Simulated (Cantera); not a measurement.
A perfectly stirred reactor is fed with CH₄ : H₂ = 1 : 11 (molar parts), at 0.0267 bar; it is held at 1650 K, and followed from long to short residence time.

Model: GRI-Mech 3.0 (53 species, 325 reactions), integrated in Cantera. GRI-Mech 3.0 stops at C3 and has no aromatics, soot or wall deposition, so with more carbon than oxygen in the feed, carbon stays in small species such as C2H2 where larger ones or solid carbon would form. Radical loss at walls, strong at low pressure, is not modelled.

### Question
What does this change do: pressure from 0.0267 bar to 0.550 bar?

### Answer
| quantity | before | after |
|---|---|---|
| x(CH₄) at τ = 11.0 s | 0.0156 | 0.0195 |
| x(H₂) at τ = 11.0 s | 0.953 | 0.951 |
| x(CH₃) at τ = 11.0 s | 0.000165 | 4.97e-5 |
| x(H) at τ = 11.0 s | 0.000498 | 0.000119 |
| x(C₂H) at τ = 11.0 s | 7.10e-8 | 1.55e-8 |
| x(CH₄) at τ = 0.200 s | 0.0681 | 0.0542 |
| x(H₂) at τ = 0.200 s | 0.924 | 0.932 |
| x(CH₃) at τ = 0.200 s | 0.000567 | 0.000129 |
| x(H) at τ = 0.200 s | 0.000380 | 0.000110 |
| x(C₂H) at τ = 0.200 s | 1.16e-8 | 6.57e-9 |
